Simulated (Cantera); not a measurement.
Charge: 1 mol Si, a varied amount of HCl, 1.2 mol H2, 0.56 mol Cl2, equilibrated at 875 K and 0.410 bar.

Cantera equilibrium calculation (NASA polynomials, part measured and part estimated; ideal gas, pure solids and liquids). Candidate condensed phases: Si; 19 gas species. Equilibrium is a limit: real reactors are often held back by kinetics, nucleation or transport.

Question: At 3.6 mol HCl, list the 4 most abundant gas species with their mole fractions, and the condensed phases.

Answer: H2 0.604, SiCl4 0.228, HCl 0.167, SiHCl3 0.00180. Condensed: gas only.
